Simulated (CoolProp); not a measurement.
Saturation properties of octamethyltrisiloxane (MDM) (Tc = 565.4 K, pc = 1.438 MPa, ω = 0.528).

Values from CoolProp's reference Helmholtz-energy equation of state, Thol 2017.

| T (K) | p (MPa) | liquid cp (kJ/(kg K)) | vapour Z | surface tension (mN/m) |
|---|---|---|---|---|
| 367.2 | 0.01597 | 1.954 | 0.9808 | 10.7 |
| 374.8 | 0.02119 | 1.974 | 0.9762 | 10.1 |
| 382.5 | 0.02780 | 1.995 | 0.9710 | 9.49 |
| 390.2 | 0.03598 | 2.015 | 0.9649 | ___ |
| 397.9 | 0.04597 | 2.036 | 0.9580 | ___ |
| 405.5 | 0.05788 | 2.056 | ___ | 7.78 |
| 413.2 | 0.07229 | ___ | ___ | 7.23 |
| 420.9 | 0.08937 | 2.099 | 0.9321 | 6.70 |
| 428.6 | 0.1094 | 2.121 | 0.9214 | ___ |
| 436.2 | 0.1325 | 2.142 | 0.9098 | ___ |
| 443.9 | 0.1595 | 2.165 | 0.8970 | 5.18 |

Q: Some entries are withheld; supply them.

A: 
- 390.2, surface tension (mN/m): 8.90
- 397.9, surface tension (mN/m): 8.33
- 405.5, vapour Z: 0.9504
- 413.2, liquid cp (kJ/(kg K)): 2.077
- 413.2, vapour Z: 0.9417
- 428.6, surface tension (mN/m): 6.18
- 436.2, surface tension (mN/m): 5.68

It boils at 425.6 K under 1 atm.

Surface tension comes from a separate correlation (Mulero 2014), older than this fluid's equation and unchecked against measurements.
